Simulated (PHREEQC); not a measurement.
Dissolve 19 mmol/kgw HCl and 3 mmol/kgw ZnSO4 at 20 °C. Closed to the air; pH follows from the charge balance.

Model: ion-association model, wateq4f.dat, run in PHREEQC.

No solid was allowed to form.

**Question.** What pH, ionic strength does the model give?

**Answer.** pH 1.81; ionic strength 0.0273 mol/kgw.

**Question.** In which forms is Zn present?

**Answer.** Zn+2 89 %, ZnSO4 8.9 %, ZnCl+ 2.0 % of the Zn.
